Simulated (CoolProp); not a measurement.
Aqueous potassium formate as a coolant, 23 % by mass, freezing at -14.1 °C, 1 atm.

Model: Melinder's fits for secondary coolants, in CoolProp.

```json
[
 {"T (°C)": "-12.8", "conductivity (W/(m K))": "0.512", "viscosity (mPa s)": "3.56", "cp (kJ/(kg K))": "3.312", "density (kg/m³)": "1151"},
 {"T (°C)": "-8.7", "conductivity (W/(m K))": "0.518", "viscosity (mPa s)": "3.09", "cp (kJ/(kg K))": "3.318", "density (kg/m³)": "1150"},
 {"T (°C)": "-4.6", "conductivity (W/(m K))": "0.523", "viscosity (mPa s)": "2.71", "cp (kJ/(kg K))": "3.323", "density (kg/m³)": "1149"},
 {"T (°C)": "-0.4", "conductivity (W/(m K))": "0.529", "viscosity (mPa s)": "2.39", "cp (kJ/(kg K))": "3.330", "density (kg/m³)": "1148"},
 {"T (°C)": "3.7", "conductivity (W/(m K))": "0.534", "viscosity (mPa s)": "2.13", "cp (kJ/(kg K))": "3.335", "density (kg/m³)": "1147"},
 {"T (°C)": "7.8", "conductivity (W/(m K))": "0.539", "viscosity (mPa s)": "1.92", "cp (kJ/(kg K))": "3.341", "density (kg/m³)": "1146"},
 {"T (°C)": "11.9", "conductivity (W/(m K))": "0.544", "viscosity (mPa s)": "1.73", "cp (kJ/(kg K))": "3.347", "density (kg/m³)": "1145"},
 {"T (°C)": "16", "conductivity (W/(m K))": "0.549", "viscosity (mPa s)": "1.58", "cp (kJ/(kg K))": "3.353", "density (kg/m³)": "1143"},
 {"T (°C)": "20.2", "conductivity (W/(m K))": "0.555", "viscosity (mPa s)": "1.44", "cp (kJ/(kg K))": "3.359", "density (kg/m³)": "1142"},
 {"T (°C)": "24.3", "conductivity (W/(m K))": "0.560", "viscosity (mPa s)": "1.32", "cp (kJ/(kg K))": "3.365", "density (kg/m³)": "1140"},
 {"T (°C)": "28.4", "conductivity (W/(m K))": "0.565", "viscosity (mPa s)": "1.22", "cp (kJ/(kg K))": "3.371", "density (kg/m³)": "1139"},
 {"T (°C)": "32.5", "conductivity (W/(m K))": "0.570", "viscosity (mPa s)": "1.13", "cp (kJ/(kg K))": "3.377", "density (kg/m³)": "1137"}
]
```
